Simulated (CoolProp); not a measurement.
Vapour-liquid equilibrium of n-heptane (1) + n-dodecane (2) at 0.0219 MPa; x and y are mole fractions of (1).

Computed with CoolProp (multi-fluid Helmholtz-energy mixture model, Span 2003 and Lemmon 2004; pair parameters Bell 2016).

| x | bubble temperature, mixture model (°C) | bubble temperature, Raoult's law (°C) | y, mixture model | y, Raoult's law |
|---|---|---|---|---|
| 0.05 | 138.3 | 135.3 | ___ | 0.611 |
| 0.125 | 114.8 | 112.4 | 0.839 | 0.858 |
| 0.2 | 99.7 | 98.6 | 0.925 | 0.931 |
| 0.275 | 89.3 | 89.1 | 0.959 | 0.961 |
| 0.35 | 81.7 | 82.0 | 0.976 | 0.976 |
| 0.425 | 75.9 | 76.5 | 0.984 | 0.984 |
| 0.5 | 71.2 | 71.9 | 0.989 | 0.989 |
| 0.575 | 67.5 | 68.1 | 0.993 | 0.993 |
| 0.65 | 64.3 | 64.8 | 0.995 | 0.995 |
| 0.725 | ___ | 61.9 | 0.997 | 0.997 |
| 0.8 | ___ | 59.3 | 0.998 | 0.998 |
| 0.875 | 57.0 | 57.0 | 0.999 | 0.999 |
| 0.95 | 55.0 | 54.9 | 1.000 | 1.000 |

Complete the blanks.


- 0.05, y, mixture model: 0.558
- 0.725, bubble temperature, mixture model (°C): 61.5
- 0.8, bubble temperature, mixture model (°C): 59.1

The largest gap from Raoult's law is +3.0 K in bubble temperature, at x = 0.05. No azeotrope shows between x = 0.05 and 0.95.

Pair parameters are fitted to limited data, so mixtures are less certain than the pure fluids. The gap from Raoult's law changes sign with composition, which may be real or a fault of the pair parameters; it wasn't checked against measurements.
